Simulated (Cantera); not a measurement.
A closed system holds: 1 mol Si, 0.0032 mol H2O, 1.7 mol N2, equilibrated at 1073.15 K and 0.00150 Torr.

Equilibrium computed with Cantera from the NASA thermochemical tables; the gas is ideal and each condensed phase is pure. Candidate condensed phases: H2O, Si, SiO2, Si2N2O, Si3N4; 35 gas species. N2 is the only nitrogen source here; it is nearly inert below about 1500 K, so the nitride shown seldom forms there in practice. Mutual solubility and eutectic melting of coexisting phases are not modelled. Kinetics and transport are ignored.

Base state: N2 0.997, H2 0.00308 (mole fractions); condensed: Si2N2O(s) + Si3N4(s).

Problem. What changes in the equilibrium state with this change: H2O from 0.0032 to 0.53 mol?

Solution. 
```json
[
 {"species": "N2", "before": "0.997", "after": "0.695"},
 {"species": "H2", "before": "0.00308", "after": "0.305"},
 {"species": "Si2N2O(s), mol", "before": "0.00320", "after": "0.490"},
 {"species": "Si3N4(s), mol", "before": "0.331", "after": "0"},
 {"species": "SiO2(β-quartz), mol", "before": "0", "after": "0.0200"}
]
```

Problem. What changes in the equilibrium state with this change: Si replaced by SiC?

Solution. 
```csv
species,before,after
N2,0.997,0.998
H2,0.00308,0.00188
CO,0,0.000301
"Si2N2O(s), mol",0.00320,0.00269
"Si3N4(s), mol",0.331,0
"C(graphite), mol",0,0.00486
"SiC(s), mol",0,0.995
```
Further candidate phases: C, C6H6, C7H8, C8H18, SiC.
